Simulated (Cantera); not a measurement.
What does this Cantera script print?

```python
import numpy as np
import cantera as ct

gas = ct.Solution("SiF4_NH3_mec.yaml", "gas")
gas.TPX = 1675, 110000, {'NH3': 1, 'H2': 0.11}
reactor = ct.IdealGasConstPressureReactor(gas, energy="off", clone=False)
net = ct.ReactorNet([reactor])
net.rtol, net.atol = 1e-08, 1e-18
show = ['NH3', 'H2', 'N2', 'N', 'NH', 'H']
times = np.geomspace(0.0002, 6, 12)

steps = ct.SolutionArray(gas, extra=["t"])
rows = []
print(f"{'t/s':>10s}{'T/K':>9s}{'P/Pa':>11s}" + "".join(f"{s:>11s}" for s in show))
for t in times:
    while net.time < t:
        t_next = net.step()
        steps.append(gas.state, t=t_next)
    rows.append([np.interp(t, steps.t, y) for y in (steps.T, steps.P, *steps(*show).X.T)])
    print(f"{t:10.3e}{rows[-1][0]:9.1f}{rows[-1][1]:11.4g}" + "".join(f"{x:11.3e}" for x in rows[-1][2:]))
rate = np.gradient(steps.T, steps.t)
print("integrator steps:", len(steps.t))
if steps.T.max() > steps.T[0] + 200:
    print(f"time of steepest temperature rise: {steps.t[rate.argmax()]:.4e} s")
gas.TPX = 1675, 110000, {'NH3': 1, 'H2': 0.11}
gas.equilibrate("TP")
print(f"equilibrium (TP): T = {gas.T:.1f} K  " + "  ".join(f"{s} {gas[s].X[0]:.3e}" for s in show))
```

Result:

```
       t/s      T/K       P/Pa        NH3         H2         N2          N         NH          H
 2.000e-04   1675.0    1.1e+05  9.008e-01  9.913e-02  5.665e-07  5.900e-10  8.057e-08  2.487e-06
 5.106e-04   1675.0    1.1e+05  9.007e-01  9.919e-02  1.341e-05  5.181e-09  3.597e-07  5.386e-06
 1.303e-03   1675.0    1.1e+05  9.002e-01  9.950e-02  1.152e-04  1.121e-08  6.211e-07  7.227e-06
 3.327e-03   1675.0    1.1e+05  8.990e-01  1.004e-01  4.301e-04  1.159e-08  6.345e-07  7.376e-06
 8.493e-03   1675.0    1.1e+05  8.960e-01  1.026e-01  1.233e-03  1.169e-08  6.352e-07  7.546e-06
 2.168e-02   1675.0    1.1e+05  8.882e-01  1.083e-01  3.262e-03  1.193e-08  6.365e-07  7.976e-06
 5.535e-02   1675.0    1.1e+05  8.691e-01  1.224e-01  8.303e-03  1.248e-08  6.388e-07  9.055e-06
 1.413e-01   1675.0    1.1e+05  8.233e-01  1.562e-01  2.034e-02  1.346e-08  6.388e-07  1.169e-05
 3.607e-01   1675.0    1.1e+05  7.239e-01  2.294e-01  4.649e-02  1.466e-08  6.227e-07  1.773e-05
 9.207e-01   1675.0    1.1e+05  5.468e-01  3.600e-01  9.309e-02  1.515e-08  5.610e-07  2.985e-05
 2.350e+00   1675.0    1.1e+05  3.232e-01  5.247e-01  1.519e-01  1.361e-08  4.296e-07  4.898e-05
 6.000e+00   1675.0    1.1e+05  1.447e-01  6.563e-01  1.989e-01  9.483e-09  2.558e-07  7.023e-05
integrator steps: 935
equilibrium (TP): T = 1675.0 K  NH3 1.364e-05  H2 7.629e-01  N2 2.370e-01  N 1.550e-12  NH 3.455e-11  H 9.734e-05
```

Computed with Cantera and the gas-phase N/H chemistry of the illustrative SiF4/NH3 mechanism in the Surface Chemkin manual (1991). Walls and surfaces, which speed up NH3 decomposition in real reactors, are not modelled.
